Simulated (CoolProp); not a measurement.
Vapour-liquid equilibrium of ethane (1) + hydrogen chloride (2) at 251 kPa; x and y are mole fractions of (1).

Model: multi-fluid Helmholtz-energy mixture model, Bücker 2006 and Thol 2018; pair parameters Bell 2016, in CoolProp.

| x | bubble temperature, mixture model (K) | bubble temperature, Raoult's law (K) | y, mixture model | y, Raoult's law |
|---|---|---|---|---|
| 0.05 | 202.2 | 205.7 | 0.190 | 0.056 |
| 0.125 | 199.2 | 205.5 | 0.336 | 0.138 |
| 0.2 | 197.7 | 205.3 | 0.409 | 0.219 |
| 0.275 | 197.0 | 205.1 | 0.450 | 0.298 |
| 0.35 | 196.6 | 204.9 | 0.477 | 0.376 |
| 0.425 | 196.4 | 204.7 | 0.498 | 0.453 |
| 0.5 | 196.3 | 204.5 | 0.518 | 0.529 |
| 0.575 | 196.4 | 204.3 | 0.540 | 0.603 |
| 0.65 | 196.5 | 204.2 | 0.568 | 0.676 |
| 0.725 | 196.9 | 204.0 | 0.606 | 0.748 |
| 0.8 | 197.6 | 203.8 | 0.660 | 0.818 |
| 0.875 | 198.9 | 203.6 | 0.741 | 0.888 |
| 0.95 | 201.0 | 203.4 | 0.869 | 0.955 |

The largest gap from Raoult's law is -8.3 K in bubble temperature, at x = 0.425. y crosses x between x = 0.5 and 0.575: the model has an azeotrope there.

The pair parameters rest on a limited set of measurements; away from them the model extrapolates.
